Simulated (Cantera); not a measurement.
Feed: 1 mol Pb, 0.075 mol H₂, 0.39 mol N₂, 0.43 mol CO, at 927 °C and 1.90 mbar.

Equilibrium computed with Cantera from the NASA thermochemical tables; the gas is ideal and each condensed phase is pure. Candidate condensed phases: C, C₆H₆, C₇H₈, C₈H₁₈, H₂O, Pb, PbO, PbO₂, Pb₃O₄; 139 gas species. Rates play no part.

### Question
What is the equilibrium state?

### Answer
- x(Pb): 0.338
- x(CO): 0.318
- x(N₂): 0.288
- x(H₂): 0.0554
- x(Pb₂): 1.26e-5
- x(HCN): 6.46e-6
- x(CO₂): 5.29e-6
- x(H₂O): 1.27e-6
- x(H): 1.07e-6
- n(Pb(l)): 0.542 mol
- gas amount: 1.353 mol
- log10 activity of C(graphite) (absent): -0.16
- log10 activity of PbO₂(s) (absent): -23.32
